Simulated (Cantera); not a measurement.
# Thermodynamics of thermal oxidation and active oxidation of silicon, feed Si + H2O + H2

Charge: 1 mol Si, 1.8 mol H2O, 1.7 mol H2, at 10000 Pa.

These are equilibrium values from Cantera (NASA tables, ideal gas, pure condensed phases), not measurements of a reactor. Candidate condensed phases: H2O, Si, SiO2; 18 gas species. Mutual solubility and eutectic melting of coexisting phases are not modelled. The tables hold silica as quartz up to 1696 K and as liquid above; real silica turns to tridymite and cristobalite and melts near 1996 K. The numbers say what is thermodynamically allowed, not how fast it happens.

| T (K) | log p H2 | log p SiO | log p H2O | log p H | log p SiH2 | log p Si | log p OH | n Si(s) | n SiO2(β-quartz) | n SiO2(condensed) |
|---|---|---|---|---|---|---|---|---|---|---|
| 1348 | -1.00 | -4.63 | -7.27 | -6.14 | -7.77 | -9.73 | <-13 | 0.0996 | 0.900 | 0 |
| 1423 | -1.00 | -3.93 | -6.86 | -5.68 | -7.28 | -8.82 | <-13 | 0.0979 | 0.898 | 0 |
| 1498 | -1.00 | -3.30 | -6.49 | -5.27 | -6.84 | -8.00 | -12.30 | 0.0912 | 0.891 | 0 |
| 1573 | -1.01 | -2.74 | -6.17 | -4.89 | -6.44 | -7.26 | -11.49 | 0.0672 | 0.867 | 0 |
| 1648 | -1.02 | -2.27 | -5.84 | -4.56 | -6.18 | -6.68 | -10.72 | 0 | 0.800 | 0 |
| 1723 | -1.02 | -2.27 | -5.10 | -4.25 | -6.78 | -6.99 | -9.59 | 0 | 0 | 0.800 |
| 1798 | -1.02 | -2.26 | -4.44 | -3.97 | -7.31 | -7.27 | -8.56 | 0 | 0 | 0.799 |
| 1873 | -1.03 | -2.26 | -3.84 | -3.70 | -7.79 | -7.51 | -7.62 | 0 | 0 | 0.795 |
| 1948 | -1.03 | -2.23 | -3.30 | -3.46 | -8.19 | -7.69 | -6.78 | 0 | 0 | 0.781 |
log p: log10 of the partial pressure in bar; n: condensed amount in mol.

From 1348 K to 1573 K the condensed part is Si(s) + SiO2(β-quartz). At 1648 K the condensed part is SiO2(β-quartz). From 1723 K to 1948 K the condensed part is SiO2(condensed). The main Si-bearing gas is SiO throughout. The share of Si in condensed phases is highest at 1348 K (99.9 %) and lowest at 1948 K (78.1 %).
